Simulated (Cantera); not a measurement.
Input (Python, Cantera):

```python
import numpy as np
import cantera as ct

gas = ct.Solution("gri30.yaml")
gas.TPX = 1025, 500000, {'CO': 1.9, 'H2': 0.29, 'O2': 1.29, 'N2': 4.85}
reactor = ct.IdealGasReactor(gas, energy="on", clone=False)
net = ct.ReactorNet([reactor])
net.rtol, net.atol = 1e-08, 1e-16
show = ['CO', 'H2', 'O2', 'H2O', 'O']
times = np.geomspace(6e-06, 1, 11)

steps = ct.SolutionArray(gas, extra=["t"])
rows = []
print(f"{'t/s':>10s}{'T/K':>9s}{'P/Pa':>11s}" + "".join(f"{s:>11s}" for s in show))
for t in times:
    while net.time < t:
        t_next = net.step()
        steps.append(gas.state, t=t_next)
    rows.append([np.interp(t, steps.t, y) for y in (steps.T, steps.P, *steps(*show).X.T)])
    print(f"{t:10.3e}{rows[-1][0]:9.1f}{rows[-1][1]:11.4g}" + "".join(f"{x:11.3e}" for x in rows[-1][2:]))
rate = np.gradient(steps.T, steps.t)
print("integrator steps:", len(steps.t))
if steps.T.max() > steps.T[0] + 200:
    print(f"time of steepest temperature rise: {steps.t[rate.argmax()]:.4e} s")
gas.TPX = 1025, 500000, {'CO': 1.9, 'H2': 0.29, 'O2': 1.29, 'N2': 4.85}
gas.equilibrate("UV")
print(f"equilibrium (UV): T = {gas.T:.1f} K  " + "  ".join(f"{s} {gas[s].X[0]:.3e}" for s in show))
```

Result:

```
       t/s      T/K       P/Pa         CO         H2         O2        H2O          O
 6.000e-06   1025.0      5e+05  2.281e-01  3.481e-02  1.549e-01  1.095e-09  8.402e-10
 1.997e-05   1025.0      5e+05  2.281e-01  3.481e-02  1.549e-01  7.362e-09  1.119e-09
 6.645e-05   1025.0      5e+05  2.281e-01  3.481e-02  1.549e-01  5.489e-08  1.834e-09
 2.212e-04   1025.0      5e+05  2.281e-01  3.481e-02  1.549e-01  8.650e-07  8.912e-09
 7.360e-04   1029.1  5.019e+05  2.279e-01  3.467e-02  1.547e-01  1.172e-04  4.512e-07
 2.449e-03   2871.9  1.259e+06  5.556e-02  1.292e-03  4.242e-02  3.285e-02  4.178e-03
 8.152e-03   2871.7  1.259e+06  5.556e-02  1.292e-03  4.237e-02  3.286e-02  4.172e-03
 2.713e-02   2871.7  1.259e+06  5.556e-02  1.292e-03  4.237e-02  3.286e-02  4.172e-03
 9.029e-02   2871.7  1.259e+06  5.556e-02  1.292e-03  4.237e-02  3.286e-02  4.172e-03
 3.005e-01   2871.7  1.259e+06  5.556e-02  1.292e-03  4.237e-02  3.286e-02  4.172e-03
 1.000e+00   2871.7  1.259e+06  5.556e-02  1.292e-03  4.237e-02  3.286e-02  4.172e-03
integrator steps: 1611
time of steepest temperature rise: 1.5298e-03 s
equilibrium (UV): T = 2871.7 K  CO 5.556e-02  H2 1.292e-03  O2 4.237e-02  H2O 3.286e-02  O 4.172e-03
```

Model: GRI-Mech 3.0 (53 species, 325 reactions), integrated in Cantera. The hydrogen kinetics of GRI-Mech 3.0 are dated; newer H2 mechanisms differ, most at raised pressure.
